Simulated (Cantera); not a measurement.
What does this Cantera script print?

```python
import numpy as np
import cantera as ct

gas_names = [...]  # 118 gases of nasa_gas.yaml made of C, Cl, F, H
cond_names = """
    C(gr) C6H6(L) C7H8(L) C8H18(L),n-octa
""".split()


# ... load() reads the species with a 1 bar reference pressure and builds the phases ...
atoms = {
    'CHF3': {'C': 1, 'H': 1, 'F': 3},
    'F2': {'F': 2},
    'H2': {'H': 2},
    'HCl': {'H': 1, 'CL': 1},
}
top_T = {'C(gr)': 4500}  # K; cautious upper limits of use, not melting points


# ... equilibrate(T, P, feed) seeds the gas with the atoms and calls Mixture.equilibrate('TP', solver="vcs", rtol=1e-11, max_steps=5000) ...
results = []
feed = {'CHF3': 1, 'F2': 0.018, 'H2': 4, 'HCl': 0.12}  # mol
T = 1998.15  # K
P = 133.322  # Pa
mix = equilibrate(T, P, feed)
results.append((T, P, feed, dict(zip(mix.species_names, mix.species_moles))))
x = sorted(zip(gas.X, gas.species_names), reverse=True)
print(f"T = {T:g} K  P = {P:g} Pa  gas = {mix.phase_moles(0):.4g} mol")
print("   x: " + "  ".join(f"{s} {v:.3e}" for v, s in x if v > 1e-06))
print("   condensed (mol): " + ("  ".join(f"{mix.phase(i).name} {mix.phase_moles(i):.4g}"
      for i in range(1, mix.n_phases) if mix.phase_moles(i) > 1e-12) or "none"))
```

Result:

```
T = 1998.15 K  P = 133.322 Pa  gas = 6.234 mol
   x: HF 4.870e-01  H2 4.635e-01  H 2.994e-02  HCL 1.837e-02  CL 8.838e-04  C2H2,acetylene 3.517e-04  F 1.284e-05
   condensed (mol): C(gr) 0.9956
```

Cantera equilibrium calculation (NASA polynomials, part measured and part estimated; ideal gas, pure solids and liquids).
